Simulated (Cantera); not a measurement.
# Premixed flame

A freely propagating, adiabatic, planar premixed flame of 11.5 % CH4, 4.01 % CO, 19.1 % O2, 63.2 % N2, 2.18 % H2O, equivalence ratio 1.3, unburnt at 450 K and 0.197 atm; mixture-averaged transport, grid criteria slope 0.08 and curve 0.16, no radiation.

Cantera simulation using GRI-Mech 3.0 (53 species, 325 reactions); the numbers are that mechanism's predictions, not measurements. Burning velocities carry a grid error of a few per cent, more on coarse grids.

| z (mm) | T (K) | u (m/s) | x CH4 | x CO | x O2 | x H2O | x HCO | x CH2O |
|---|---|---|---|---|---|---|---|---|
| -4.21 | 450 | 1.12 | 0.114 | 0.0401 | 0.191 | 0.0217 | <1e-8 | <1e-8 |
| -2.80 | 451 | 1.13 | 0.114 | 0.0399 | 0.191 | 0.0218 | <1e-8 | 3.77e-7 |
| -2.10 | 455 | 1.14 | 0.113 | 0.0398 | 0.190 | 0.0222 | <1e-8 | 3.84e-6 |
| -1.40 | 517 | 1.31 | 0.108 | 0.0405 | 0.185 | 0.0282 | <1e-8 | 6.00e-5 |
| -0.701 | 975 | 2.53 | 0.0770 | 0.0547 | 0.149 | 0.0718 | 1.67e-6 | 0.000576 |
| -0.351 | 1407 | 3.71 | 0.0416 | 0.0757 | 0.104 | 0.116 | 3.27e-5 | 0.00108 |
| 0 | 1781 | 4.75 | 0.0112 | 0.0967 | 0.0546 | 0.158 | 9.25e-5 | 0.000754 |
| 0.351 | 1951 | 5.21 | 0.00131 | 0.100 | 0.0243 | 0.180 | 4.30e-5 | 0.000191 |
| 0.701 | 1993 | 5.31 | 8.89e-5 | 0.0926 | 0.0121 | 0.186 | 5.45e-6 | 1.97e-5 |
| 1.40 | 2014 | 5.34 | 3.25e-7 | 0.0816 | 0.00619 | 0.185 | 8.99e-8 | 9.16e-8 |
| 2.80 | 2031 | 5.36 | <1e-8 | 0.0762 | 0.00491 | 0.183 | 5.68e-8 | <1e-8 |
| 5.61 | 2052 | 5.41 | <1e-8 | 0.0754 | 0.00436 | 0.185 | 5.16e-8 | <1e-8 |
| 11.2 | 2084 | 5.48 | <1e-8 | 0.0754 | 0.00365 | 0.187 | 4.43e-8 | <1e-8 |
x: mole fraction of selected species; z is measured from the peak of heat release.

```yaml
laminar_burning_velocity: 112 cm/s
thermal_thickness: 1.40 mm
peak x(HCO): 9.26e-5
peak x(CH2O): 0.00109
grid_points: 157
```
